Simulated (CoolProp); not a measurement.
The fluid at 487.88 K and 4.7 MPa flows at 0.13 m/s in a round tube of 1 mm bore and 45 µm roughness, fully developed (64/Re and Nu = 3.66 if laminar; Colebrook and Gnielinski if turbulent). The same conditions are run with several fluids, on thermodynamics alone (safety and materials aside).

Computed with CoolProp (reference Helmholtz-energy equation of state of each fluid (n-butane: Bücker 2006; R407C: Lemmon 2003; R125: Lemmon 2005; c-C4F8 (RC318): Platzer 1990; nitrogen: Span 2000)). The equations of Platzer and Polt are older, rougher fits. Blends and air are pseudo-pure fits.

```csv
fluid,Reynolds number,Darcy friction factor,pressure drop (Pa/m),heat-transfer coefficient (W/(m² K)),mass flow (kg/h)
n-butane,___,0.0733,___,180,0.0359
R407C,655,0.0978,93.3,114,0.0415
R125,___,0.0728,95.5,118,0.0571
c-C4F8 (RC318),1470,___,113,113,0.112
nitrogen,159,___,108,144,0.0117
```

### Question
Some entries are withheld; supply them.

### Answer

- n-butane, Reynolds number: 873
- n-butane, pressure drop (Pa/m): 60.5
- R125, Reynolds number: 879
- c-C4F8 (RC318), Darcy friction factor: 0.0436
- nitrogen, Darcy friction factor: 0.402

Transport values come from each fluid's own correlations; those of c-C4F8 (RC318) are estimates that may be off by 10 % or more.
